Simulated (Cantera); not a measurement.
Thermodynamics of metals in furnace atmospheres, feed Al + H₂O + H₂

A closed system holds: 1 mol Al, 0.14 mol H₂O, 18 mol H₂, at 1.80 bar.

Cantera equilibrium calculation (NASA polynomials, part measured and part estimated; ideal gas, pure solids and liquids). Candidate condensed phases: Al, Al₂O₃, H₂O; 19 gas species. Mutual solubility and eutectic melting of coexisting phases are not modelled. The tables' values for AlOH are old estimates; treat these amounts as uncertain. Rates play no part.

From 1575 K to 1925 K the condensed part is Al(l) + Al₂O₃(s). The main Al-bearing gas is Al₂O throughout. The share of Al in condensed phases is highest at 1575 K (99.8 %) and lowest at 1925 K (82.4 %).

| T (K) | x H₂ | x Al₂O | x Al | x AlH | x H | x AlOH | n Al(l) | n Al₂O₃(s) |
|---|---|---|---|---|---|---|---|---|
| 1575 | 1.000 | 2.16e-5 | 2.38e-5 | 2.91e-5 | 3.10e-5 | 8.15e-8 | 0.905 | 0.0465 |
| 1625 | 1.000 | 5.18e-5 | 4.89e-5 | 5.04e-5 | 5.26e-5 | 1.86e-7 | 0.904 | 0.0464 |
| 1675 | 1.000 | 0.000118 | 9.61e-5 | 8.44e-5 | 8.65e-5 | 4.05e-7 | 0.901 | 0.0460 |
| 1725 | 0.999 | 0.000254 | 0.000182 | 0.000137 | 0.000138 | 8.39e-7 | 0.895 | 0.0451 |
| 1775 | 0.999 | 0.000524 | 0.000331 | 0.000216 | 0.000216 | 1.67e-6 | 0.884 | 0.0435 |
| 1825 | 0.998 | 0.00104 | 0.000583 | 0.000332 | 0.000328 | 3.18e-6 | 0.865 | 0.0404 |
| 1875 | 0.996 | 0.00197 | 0.000994 | 0.000499 | 0.000488 | 5.86e-6 | 0.832 | 0.0347 |
| 1925 | 0.993 | 0.00362 | 0.00165 | 0.000731 | 0.000710 | 1.04e-5 | 0.775 | 0.0246 |
x: gas mole fraction; n: condensed amount in mol.
